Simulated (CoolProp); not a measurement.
Cyclohexane along the isotherm 620 K: Z from the reference equation and from simpler models built on Tc = 553.6 K, pc = 4081 kPa, ω = 0.209; each cubic takes its own stable root.

Computed with CoolProp (reference Helmholtz-energy equation of state, Zhou 2014).

```tsv
p (kPa)	phase	reference	Redlich-Kwong	Soave-Redlich-Kwong	Peng-Robinson
32.3	gas	0.9981	0.9981	0.9982	0.9979
50.2	gas	0.9971	0.9970	0.9971	0.9967
78.2	gas	0.9955	0.9953	0.9955	0.9949
122	gas	0.9929	0.9927	0.9930	0.9920
190	gas	0.9889	0.9885	0.9891	0.9875
295	gas	0.9827	0.9822	0.9831	0.9806
460	gas	0.9729	0.9720	0.9735	0.9697
716	gas	0.9575	(withheld)	0.9585	0.9526
1110	gas	0.9332	0.9311	0.9349	0.9260
1740	gas	(withheld)	0.8897	0.8961	0.8824
2700	gas	0.8276	0.8225	0.8338	0.8137
4210	supercritical	0.7136	(withheld)	0.7274	0.6991
6550	supercritical	0.5147	0.5040	(withheld)	0.5251
10200	supercritical	0.4487	(withheld)	(withheld)	0.4706
```

### Question
What belongs in the gaps?

### Answer

- 716, Redlich-Kwong: 0.9561
- 1740, reference: 0.8929
- 4210, Redlich-Kwong: 0.7039
- 6550, Soave-Redlich-Kwong: 0.5571
- 10200, Redlich-Kwong: 0.4795
- 10200, Soave-Redlich-Kwong: 0.5100
